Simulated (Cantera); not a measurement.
**Moist CO burnout**

An isothermal, constant-pressure homogeneous reactor starts with CO : O2 : H2O : N2 = 0.0084 : 0.018 : 0.016 : 1 (molar parts), equivalence ratio 0.23, at 1175 K and 500000 Pa.

Computed with Cantera and GRI-Mech 3.0 (53 species, 325 reactions).

```json
[
 {"t (s)": "0.000200", "x CO": "0.00806", "x O2": "0.0173", "x H2O": "0.0153", "x H2": "4.56e-10", "x NO": "<1e-12", "x HO2": "7.27e-9", "x CO2": "2.10e-8"},
 {"t (s)": "0.000492", "x CO": "0.00806", "x O2": "0.0173", "x H2O": "0.0153", "x H2": "5.57e-9", "x NO": "<1e-12", "x HO2": "7.50e-8", "x CO2": "2.17e-7"},
 {"t (s)": "0.00121", "x CO": "0.00805", "x O2": "0.0173", "x H2O": "0.0153", "x H2": "4.05e-7", "x NO": "<1e-12", "x HO2": "3.21e-6", "x CO2": "1.27e-5"},
 {"t (s)": "0.00298", "x CO": "0.00750", "x O2": "0.0170", "x H2O": "0.0153", "x H2": "2.44e-5", "x NO": "1.74e-10", "x HO2": "1.05e-5", "x CO2": "0.000564"},
 {"t (s)": "0.00733", "x CO": "0.00603", "x O2": "0.0163", "x H2O": "0.0153", "x H2": "4.29e-5", "x NO": "9.75e-10", "x HO2": "9.79e-6", "x CO2": "0.00203"},
 {"t (s)": "0.0180", "x CO": "0.00372", "x O2": "0.0151", "x H2O": "0.0153", "x H2": "3.06e-5", "x NO": "3.10e-9", "x HO2": "7.62e-6", "x CO2": "0.00435"},
 {"t (s)": "0.0444", "x CO": "0.00151", "x O2": "0.0140", "x H2O": "0.0154", "x H2": "1.24e-5", "x NO": "5.97e-9", "x HO2": "4.44e-6", "x CO2": "0.00658"},
 {"t (s)": "0.109", "x CO": "0.000392", "x O2": "0.0135", "x H2O": "0.0154", "x H2": "3.01e-6", "x NO": "6.67e-9", "x HO2": "1.68e-6", "x CO2": "0.00770"},
 {"t (s)": "0.269", "x CO": "6.79e-5", "x O2": "0.0133", "x H2O": "0.0154", "x H2": "5.20e-7", "x NO": "6.79e-9", "x HO2": "3.85e-7", "x CO2": "0.00802"},
 {"t (s)": "0.661", "x CO": "4.51e-6", "x O2": "0.0133", "x H2O": "0.0154", "x H2": "3.69e-8", "x NO": "1.23e-8", "x HO2": "3.01e-8", "x CO2": "0.00809"},
 {"t (s)": "1.63", "x CO": "1.62e-8", "x O2": "0.0133", "x H2O": "0.0154", "x H2": "7.03e-10", "x NO": "1.59e-8", "x HO2": "9.62e-10", "x CO2": "0.00809"},
 {"t (s)": "4.00", "x CO": "3.15e-10", "x O2": "0.0133", "x H2O": "0.0154", "x H2": "4.65e-10", "x NO": "1.60e-8", "x HO2": "7.60e-10", "x CO2": "0.00809"}
]
```
x: mole fraction; the columns are a selection and need not sum to one.

Equilibrium at this temperature and pressure: CO 3.02e-10, O2 0.0133, H2O 0.0154, H2 4.50e-10, NO 4.50e-5, HO2 7.47e-10, CO2 0.00809 (gas phase only).
